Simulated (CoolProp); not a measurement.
Vapour-liquid equilibrium of R113 (1) + acetone (2) at 399 kPa; x and y are mole fractions of (1).

Values from CoolProp's multi-fluid Helmholtz-energy mixture model, Marx 1992 and Lemmon 2006; pair parameters Bell 2016.

```
x     bubble temperature, mixture model (K)  bubble temperature, Raoult's law (K)  y, mixture model  y, Raoult's law
----  -------------------------------------  ------------------------------------  ----------------  ---------------
0.05                                  373.5                                 375.5             0.097            0.058
0.2                                   368.7                                 374.6             0.304            0.226
0.35                                  366.0                                 373.6             0.439            0.387
0.5                                   364.7                                 372.6             0.544            0.540
0.65                                  364.4                                 371.6             0.642            0.686
0.8                                   365.2                                 370.6             0.755            0.825
0.95                                  367.8                                 369.7             0.921            0.957
```

The largest gap from Raoult's law is -7.9 K in bubble temperature, at x = 0.5. y crosses x between x = 0.5 and 0.65: the model has an azeotrope there.

The pair parameters rest on a limited set of measurements; away from them the model extrapolates.
